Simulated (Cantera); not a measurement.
Standard-state values (1 bar) from the NASA 1993 polynomials, evaluated with Cantera. Values are per mole of reaction as written; species without (g) are pure solids or liquids, kept so even where they would boil at 1 bar.

a) C + O₂(g) ⇌ CO₂(g)
b) Nb + O₂(g) ⇌ NbO₂
c) 0.8 V + O₂(g) ⇌ 0.4 V₂O₅
d) 1.2 Ti + O₂(g) ⇌ 0.4 Ti₃O₅
e) Nb + O₂(g) ⇌ NbO₂(g)
f) 2 Pb + O₂(g) ⇌ 2 PbO(g)

### Question
Order these by ΔG° at 1000 K, most negative first.

### Answer
d (-804 kJ), b (-613 kJ), c (-451 kJ), a (-396 kJ), e (-227 kJ), f (11 kJ)
